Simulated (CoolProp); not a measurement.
Vapour-liquid equilibrium of cyclohexane (1) + o-xylene (2) at 0.353 MPa; x and y are mole fractions of (1).

Values from CoolProp's multi-fluid Helmholtz-energy mixture model, Zhou 2014 and Zhou 2012; pair parameters Bell 2016.

```json
[
 {"x": "0.05", "bubble temperature (K)": "463.9", "y at the bubble point": "0.176", "dew temperature at overall composition x (K)": "469.7", "liquid density (mol/L)": "6.812"},
 {"x": "0.15", "bubble temperature (K)": "450.6", "y at the bubble point": "0.429", "dew temperature at overall composition x (K)": "465.1", "liquid density (mol/L)": "6.978"},
 {"x": "0.25", "bubble temperature (K)": "440.0", "y at the bubble point": "0.592", "dew temperature at overall composition x (K)": "460.3", "liquid density (mol/L)": "7.121"},
 {"x": "0.35", "bubble temperature (K)": "431.7", "y at the bubble point": "0.701", "dew temperature at overall composition x (K)": "455.1", "liquid density (mol/L)": "7.246"},
 {"x": "0.45", "bubble temperature (K)": "425.1", "y at the bubble point": "0.777", "dew temperature at overall composition x (K)": "449.3", "liquid density (mol/L)": "7.359"},
 {"x": "0.55", "bubble temperature (K)": "419.6", "y at the bubble point": "0.834", "dew temperature at overall composition x (K)": "442.9", "liquid density (mol/L)": "7.464"},
 {"x": "0.65", "bubble temperature (K)": "415.0", "y at the bubble point": "0.879", "dew temperature at overall composition x (K)": "435.7", "liquid density (mol/L)": "7.566"},
 {"x": "0.75", "bubble temperature (K)": "410.9", "y at the bubble point": "0.917", "dew temperature at overall composition x (K)": "427.5", "liquid density (mol/L)": "7.668"},
 {"x": "0.85", "bubble temperature (K)": "407.1", "y at the bubble point": "0.951", "dew temperature at overall composition x (K)": "418.0", "liquid density (mol/L)": "7.773"},
 {"x": "0.95", "bubble temperature (K)": "403.7", "y at the bubble point": "0.984", "dew temperature at overall composition x (K)": "407.3", "liquid density (mol/L)": "7.883"}
]
```

No azeotrope shows between x = 0.05 and 0.95.

Pair parameters are fitted to limited data, so mixtures are less certain than the pure fluids.
